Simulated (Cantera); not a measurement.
A freely propagating, adiabatic, planar premixed flame of H2 : O2 : N2 : H2O = 1 : 0.227 : 0.773 : 0.36 (molar parts), unburnt at 673 K and 1.00 bar; mixture-averaged transport, grid criteria slope 0.08 and curve 0.16, no radiation.

Model: the H2/O2 subset of GRI-Mech 3.0, which has no nitrogen chemistry, integrated in Cantera. Burning velocities carry a grid error of a few per cent, more on coarse grids.

x: mole fraction of selected species; z is measured from the peak of heat release.

```json
[
 {"z (mm)": "-1.28", "T (K)": "673", "u (m/s)": "8.96", "x H2": "0.424", "x O2": "0.0962", "x H2O": "0.153", "x HO2": "<1e-8", "x O": "<1e-8", "x H": "<1e-8"},
 {"z (mm)": "-0.853", "T (K)": "673", "u (m/s)": "8.96", "x H2": "0.424", "x O2": "0.0962", "x H2O": "0.153", "x HO2": "<1e-8", "x O": "<1e-8", "x H": "<1e-8"},
 {"z (mm)": "-0.640", "T (K)": "673", "u (m/s)": "8.96", "x H2": "0.424", "x O2": "0.0962", "x H2O": "0.153", "x HO2": "5.47e-8", "x O": "<1e-8", "x H": "<1e-8"},
 {"z (mm)": "-0.426", "T (K)": "673", "u (m/s)": "8.96", "x H2": "0.424", "x O2": "0.0962", "x H2O": "0.153", "x HO2": "2.63e-6", "x O": "<1e-8", "x H": "2.12e-7"},
 {"z (mm)": "-0.213", "T (K)": "700", "u (m/s)": "9.27", "x H2": "0.419", "x O2": "0.0960", "x H2O": "0.155", "x HO2": "0.000306", "x O": "1.36e-5", "x H": "0.000301"},
 {"z (mm)": "-0.107", "T (K)": "(withheld)", "u (m/s)": "11.5", "x H2": "0.391", "x O2": "0.0899", "x H2O": "(withheld)", "x HO2": "(withheld)", "x O": "(withheld)", "x H": "(withheld)"},
 {"z (mm)": "0", "T (K)": "1213", "u (m/s)": "15.4", "x H2": "0.321", "x O2": "0.0627", "x H2O": "0.239", "x HO2": "0.000101", "x O": "0.00170", "x H": "0.0301"},
 {"z (mm)": "0.107", "T (K)": "1450", "u (m/s)": "18.2", "x H2": "0.251", "x O2": "0.0234", "x H2O": "0.316", "x HO2": "3.19e-5", "x O": "0.00228", "x H": "0.0568"},
 {"z (mm)": "0.213", "T (K)": "1564", "u (m/s)": "19.5", "x H2": "0.225", "x O2": "(withheld)", "x H2O": "0.351", "x HO2": "(withheld)", "x O": "(withheld)", "x H": "(withheld)"},
 {"z (mm)": "0.426", "T (K)": "1665", "u (m/s)": "20.7", "x H2": "0.223", "x O2": "0.00104", "x H2O": "0.363", "x HO2": "1.32e-6", "x O": "0.000928", "x H": "0.0565"},
 {"z (mm)": "0.853", "T (K)": "1762", "u (m/s)": "21.7", "x H2": "0.230", "x O2": "0.000451", "x H2O": "0.367", "x HO2": "5.97e-7", "x O": "0.000623", "x H": "0.0435"},
 {"z (mm)": "1.71", "T (K)": "1852", "u (m/s)": "22.7", "x H2": "0.237", "x O2": "0.000248", "x H2O": "0.371", "x HO2": "3.42e-7", "x O": "0.000354", "x H": "0.0308"},
 {"z (mm)": "3.41", "T (K)": "1925", "u (m/s)": "23.4", "x H2": "0.243", "x O2": "0.000115", "x H2O": "0.375", "x HO2": "1.73e-7", "x O": "0.000167", "x H": "0.0203"}
]
```

### Question
Complete the blanks.

### Answer

- -0.107, T (K): 884
- -0.107, x H2O: 0.176
- -0.107, x HO2: 0.000239
- -0.107, x O: 0.000237
- -0.107, x H: 0.00567
- 0.213, x O2: 0.00624
- 0.213, x HO2: 7.98e-6
- 0.213, x O: 0.00147
- 0.213, x H: 0.0635
